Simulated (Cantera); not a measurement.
Source: NASA polynomial tables (part measured, part estimated), evaluated in Cantera. Values are per mole of reaction as written; species without (g) are pure solids or liquids, kept so even where they would boil at 1 bar. TaC: taken at fixed stoichiometry.

Between 2373 and 2973 K, where is each reaction favourable under standard conditions?
- 8 NH3(g) + 9 TaC ⇌ 9 Ta + 3 C3H8(g) + 8 N(g)


- 8 NH3(g) + 9 TaC ⇌ 9 Ta + 3 C3H8(g) + 8 N(g): ΔG° is 3939 kJ at 2373 K and 3629 kJ at 2973 K; it stays positive (K < 1). ΔH° is 5161 kJ and ΔS° 515 J/K at 2973 K.
